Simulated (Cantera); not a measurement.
## Sublimation and decomposition of ceramics: ZrN + H2

A closed system holds: 1 mol ZrN, 8 mol H2, equilibrated at 2725 K and 0.100 bar.

Equilibrium computed with Cantera from the NASA thermochemical tables; the gas is ideal and each condensed phase is pure. Candidate condensed phases: Zr, ZrN; 11 gas species. Mutual solubility and eutectic melting of coexisting phases are not modelled. ZrN: taken at fixed stoichiometry. Condensed phases not in the tables: N, O or C dissolved in the metal. Equilibrium is a limit: real reactors are often held back by kinetics, nucleation or transport.

```
Item             Result
----------  -----------
x(H2)             0.821
x(H)              0.179
x(N2)          0.000457
x(Zr)          0.000273
n(Zr(l))    0.00563 mol
n(ZrN(s))     0.992 mol
gas amount    8.792 mol
```
